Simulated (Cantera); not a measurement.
## Thermodynamics of chemical vapour transport, feed Si + HCl + H2

Input: 1 mol Si, a varied amount of HCl, 9.4 mol H2, equilibrated at 1175 K and 13.3 mbar.

Method: chemical equilibrium by Gibbs-energy minimisation in Cantera with the NASA 1993 tables (ideal gas, pure condensed phases). Candidate condensed phases: Si; 19 gas species. The tables' values for SiCl3 are old estimates; treat these amounts as uncertain. The numbers say what is thermodynamically allowed, not how fast it happens.

```csv
n(HCl) (mol),log p H2,log p HCl,log p SiCl2,log p SiCl4,log p SiCl3,log p SiHCl3,log p SiH2Cl2,n Si(s)
0.017,-1.88,-4.62,-7.01,-10.25,-9.13,-9.13,-8.91,1.000
0.03,-1.88,-4.38,-6.52,-9.28,-8.40,-8.40,-8.42,1.000
0.051,-1.88,-4.15,-6.07,-8.38,-7.72,-7.73,-7.97,0.999
0.089,-1.88,-3.92,-5.61,-7.45,-7.02,-7.03,-7.51,0.998
0.15,-1.88,-3.71,-5.19,-6.61,-6.40,-6.41,-7.09,0.995
0.27,-1.89,-3.50,-4.75,-5.73,-5.74,-5.75,-6.66,0.983
0.47,-1.89,-3.32,-4.39,-5.01,-5.20,-5.21,-6.31,0.953
0.81,-1.90,-3.18,-4.10,-4.44,-4.77,-4.79,-6.03,0.886
1.4,-1.91,-3.07,-3.87,-3.98,-4.42,-4.45,-5.81,0.750
```
log p: log10 of the partial pressure in bar; n: condensed amount in mol.

From 0.017 mol HCl to 1.4 mol HCl the condensed part is Si(s). The main Si-bearing gas is SiCl2 throughout.
